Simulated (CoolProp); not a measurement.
Vapour-liquid equilibrium of R22 (1) + R134a (2) at 0.0196 MPa; x and y are mole fractions of (1).

The numbers come from the multi-fluid Helmholtz-energy mixture model, Kamei 1995 and Tillner-Roth 1994; pair parameters Bell 2016 in CoolProp.

```tsv
x	bubble temperature (°C)	y at the bubble point	dew temperature at overall composition x (°C)	liquid density (mol/L)
0.05	-58.1	0.128	-57.3	14.50
0.15	-60.4	0.324	-58.4	14.77
0.25	-62.3	0.469	-59.5	15.05
0.35	-63.9	0.580	-60.8	15.32
0.45	-65.3	0.670	-62.1	15.60
0.55	-66.5	0.745	-63.5	15.88
0.65	-67.6	0.811	-65.0	16.17
0.75	-68.5	0.870	-66.6	16.47
0.85	-69.4	0.924	-68.2	16.78
0.95	-70.3	0.975	-69.9	17.10
```

No azeotrope shows between x = 0.05 and 0.95.

Pair parameters are fitted to limited data, so mixtures are less certain than the pure fluids.
